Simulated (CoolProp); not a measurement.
Computed with CoolProp (reference Helmholtz-energy equation of state, Lemmon 2006). It is a short technical equation, of lower accuracy than the large ones.

**Question.** For acetone, give the phase and the Z, cv (kJ/(kg K)), expansivity (1/kK), fugacity coefficient at 104.05 °C and 0.664 MPa; 140.85 °C and 0.664 MPa.

**Answer.** 
- 104.05 °C and 0.664 MPa: liquid; Z 0.0178, cv 1.71, expansivity 2.00, fugacity coefficient 0.558
- 140.85 °C and 0.664 MPa: gas; Z 0.867, cv 1.66, expansivity 4.15, fugacity coefficient 0.882
